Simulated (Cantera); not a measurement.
A perfectly stirred reactor is fed with 24.7 % H2, 30.1 % O2, 45.2 % N2, equivalence ratio 0.41, at 1.00 bar; it is held at 848 K, and followed from long to short residence time.

Cantera simulation using the H2/O2 subset of GRI-Mech 3.0, which has no nitrogen chemistry; the numbers are that mechanism's predictions, not measurements. Below about 950 K walls govern HO2 and H2O2 in real vessels. The temperature is held fixed by assumption; the heat of reaction is taken as removed at once.

x: mole fraction; the columns are a selection and need not sum to one.

```json
[
 {"τ (s)": "2.4", "x H2": "0.228", "x O2": "0.293", "x HO2": "1.91e-5", "x H": "1.72e-8", "x H2O2": "0.00117", "x O": "3.22e-9", "x OH": "3.37e-9"},
 {"τ (s)": "1.0", "x H2": "0.243", "x O2": "0.299", "x HO2": "1.32e-5", "x H": "9.54e-9", "x H2O2": "0.000549", "x O": "1.76e-9", "x OH": "1.46e-9"},
 {"τ (s)": "0.45", "x H2": "0.247", "x O2": "0.301", "x HO2": "5.38e-6", "x H": "1.82e-9", "x H2O2": "8.68e-5", "x O": "3.40e-10", "x OH": "2.29e-10"},
 {"τ (s)": "0.20", "x H2": "0.247", "x O2": "0.301", "x HO2": "1.91e-6", "x H": "3.17e-10", "x H2O2": "1.05e-5", "x O": "5.94e-11", "x OH": "3.08e-11"},
 {"τ (s)": "0.084", "x H2": "0.247", "x O2": "0.301", "x HO2": "(withheld)", "x H": "5.15e-11", "x H2O2": "(withheld)", "x O": "9.65e-12", "x OH": "3.50e-12"},
 {"τ (s)": "0.036", "x H2": "0.247", "x O2": "0.301", "x HO2": "5.62e-8", "x H": "6.39e-12", "x H2O2": "4.14e-8", "x O": "1.20e-12", "x OH": "<1e-12"},
 {"τ (s)": "0.016", "x H2": "0.247", "x O2": "0.301", "x HO2": "1.76e-8", "x H": "2.86e-12", "x H2O2": "5.93e-9", "x O": "<1e-12", "x OH": "<1e-12"},
 {"τ (s)": "0.0068", "x H2": "0.247", "x O2": "0.301", "x HO2": "(withheld)", "x H": "1.94e-12", "x H2O2": "9.80e-10", "x O": "<1e-12", "x OH": "<1e-12"},
 {"τ (s)": "0.0029", "x H2": "0.247", "x O2": "0.301", "x HO2": "2.78e-9", "x H": "1.62e-12", "x H2O2": "1.73e-10", "x O": "<1e-12", "x OH": "<1e-12"},
 {"τ (s)": "0.0013", "x H2": "0.247", "x O2": "0.301", "x HO2": "1.23e-9", "x H": "1.50e-12", "x H2O2": "3.44e-11", "x O": "<1e-12", "x OH": "<1e-12"}
]
```

Question: What belongs in the gaps?

Answer: 
- 0.084, x HO2: 4.71e-7
- 0.084, x H2O2: 8.67e-7
- 0.0068, x HO2: 6.75e-9
